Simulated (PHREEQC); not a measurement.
A made-up water analysis in mg/kgw, 25 °C, pH 2.91, pe 11.5:

```json
[
 {"constituent": "Na", "mg/kgw": "1970"},
 {"constituent": "K", "mg/kgw": "161"},
 {"constituent": "Ca", "mg/kgw": "251"},
 {"constituent": "Mg", "mg/kgw": "231"},
 {"constituent": "Cl", "mg/kgw": "1330"},
 {"constituent": "S(6) as SO4", "mg/kgw": "8460"},
 {"constituent": "Zn", "mg/kgw": "4.92"},
 {"constituent": "Al", "mg/kgw": "1020"},
 {"constituent": "O(0) (dissolved oxygen)", "mg/kgw": "0.908"}
]
```

Valence states are taken as typed.

The numbers come from PHREEQC with the ion-association model, wateq4f.dat.

| quantity | before | after |
|---|---|---|
| ionic strength (mol/kgw) | 0.187 | 0.347 |
| SO4-2 (mol/kgw) | 0.0338 | 0.0582 |
| AlSO4+ (mol/kgw) | 0.0254 | 0.0475 |
| Al(SO4)2- (mol/kgw) | 0.00811 | 0.0208 |
| Mg+2 (mol/kgw) | 0.00530 | 0.00991 |
| SI of Gypsum (CaSO4:2H2O) | -0.32 | +0.02 |
| SI of Gibbsite (Al(OH)3) | -2.62 | -2.51 |

Task: Name the change that produced these shifts.
A. temperature from 25 to 40 °C at the same typed pH
B. Zn from 4.92 to 14.8 mg/kgw
C. all concentrations times 2 at the same typed pH

Result: C, all concentrations times 2 at the same typed pH

This is a speciation only: nothing precipitates in the calculation.
